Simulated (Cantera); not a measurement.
Charge: 1 mol SO2, 0.072 mol H2, 18 mol N2, held at 2073 K and 0.00250 bar.

Cantera equilibrium calculation (NASA polynomials, part measured and part estimated; ideal gas, pure solids and liquids). The numbers say what is thermodynamically allowed, not how fast it happens.

```tsv
species	before	after
N2	0.940	0.944
SO2	0.0452	0.0492
H2O	0.00226	0.00336
SO	0.00671	0.00292
O	0.000871	5.45e-6
O2	0.00144	2.25e-5
S2O	3.81e-7	1.15e-5
H	0.00127	4.91e-5
S2	9.87e-6	0.000119
OH	0.000558	5.39e-5
```
Gas species are given as mole fractions.

Q: What was changed between the two runs?
(A) pressure from 0.00250 bar to 1.00 bar
(B) H2 from 0.072 to 1.4 mol
(C) 0.16 mol O2 added
(D) H2 from 0.072 to 0.16 mol

A: A, pressure from 0.00250 bar to 1.00 bar
